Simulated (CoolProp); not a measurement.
A single-stage vapour-compression cycle with R115: evaporating at 207.15 K (dew point), condensing at 258.15 K (bubble point), superheat 8 K, subcooling 5 K, compressor efficiency 0.9, no pressure losses. Each further row changes one setting.

The numbers come from the reference Helmholtz-energy equation of state, Lemmon 2016 in CoolProp.

```tsv
case	cooling COP	pressure ratio	discharge temperature (K)	refrigerating effect (kJ/kg)	volumetric capacity (kJ/m³)
as stated	2.99	10.5	270.7	96.9	216
evaporating temperature 212.15 K	3.49	7.84	269.4	99.7	291
condensing temperature 253.15 K	3.42	___	___	102	227
subcooling 10 K	3.14	10.5	270.7	102	227
superheat 18 K	3.03	10.5	281.4	103	___
compressor efficiency 0.8	2.66	10.5	276.4	96.9	216
```

### Question
Fill in the missing entries.

### Answer

- condensing temperature 253.15 K, pressure ratio: 8.71
- condensing temperature 253.15 K, discharge temperature (K): 266.0
- superheat 18 K, volumetric capacity (kJ/m³): 219
